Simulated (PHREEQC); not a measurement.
NaHCO3 is added in steps, without added water, to 1 kg of water holding 0.0062 mol NaH2PO4, at 52 °C. Oxygen alone is held at its pressure in air (log pO2 = -0.68). The system is closed to CO2. The run lets Nahcolite, Natron precipitate or redissolve, and no other solid.

Base run: PHREEQC, ion-association model, wateq4f.dat. Each further column changes one thing. The table gives HPO4-2 (mol/kgw).

```tsv
NaHCO3 added (mol)	base	Debye-Hückel limiting law	all activity coefficients set to 1	Davies equation for every ion	database phreeqc.dat
0	3.52e-5	3.58e-5	3.10e-5	3.53e-5	3.52e-5
0.0012	0.000683	0.000689	0.000642	0.000683	0.000683
0.003	0.00122	0.00123	0.00112	0.00122	0.00122
0.0048	0.00158	0.00161	0.00145	0.00158	0.00158
0.006	0.00178	0.00181	0.00162	0.00178	0.00178
0.0072	0.00195	0.00199	0.00177	0.00195	0.00195
0.009	0.00218	0.00222	0.00196	0.00218	0.00218
0.0108	0.00237	0.00242	0.00213	0.00237	0.00237
0.012	0.00248	0.00254	0.00222	0.00249	0.00248
```

H3PO4, which wateq4f.dat lacks, is added to it with the constant of phreeqc.dat. Constants without temperature data keep their 25 °C values here. phreeqc.dat and wateq4f.dat share most of their constants, so their agreement is no independent check.
